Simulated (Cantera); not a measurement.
**TEOS + O3 + H2 (silicon oxide and oxynitride deposition)**

Charge: 1 mol TEOS, 4.9 mol O3, 0.3 mol H2, held at 285 Torr.

Equilibrium computed with Cantera from the NASA thermochemical tables; the gas is ideal and each condensed phase is pure. Candidate condensed phases: C, C6H6, C7H8, C8H18, H2O, Si, SiC, SiO2; 123 gas species. The feed counts by its element totals alone. Rates play no part.

| T (K) | log p H2O | log p CO2 | log p H2 | log p CO | log p CH4 | n C(graphite) | n SiO2(α-quartz) | n SiO2(β-quartz) |
|---|---|---|---|---|---|---|---|---|
| 700 | -0.83 | -0.86 | -1.23 | -2.23 | -1.53 | 1.26 | 1.00 | 0 |
| 750 | -0.92 | -0.87 | -1.07 | -1.81 | -1.64 | 0.857 | 1.00 | 0 |
| 800 | -1.04 | -0.90 | -0.96 | -1.45 | -1.79 | 0.171 | 1.00 | 0 |
| 850 | -1.08 | -0.96 | -0.90 | -1.26 | -2.22 | 0 | 0 | 1.00 |
| 900 | -1.08 | -1.00 | -0.89 | -1.18 | -2.89 | 0 | 0 | 1.00 |
| 950 | -1.05 | -1.03 | -0.90 | -1.13 | -3.59 | 0 | 0 | 1.00 |
| 1000 | -1.03 | -1.06 | -0.92 | -1.10 | -4.25 | 0 | 0 | 1.00 |
| 1050 | -1.01 | -1.08 | -0.94 | -1.08 | -4.86 | 0 | 0 | 1.00 |
log p: log10 of the partial pressure in bar; n: condensed amount in mol.

From 700 K to 800 K the condensed part is C(graphite) + SiO2(α-quartz). From 850 K to 1050 K the condensed part is SiO2(β-quartz).
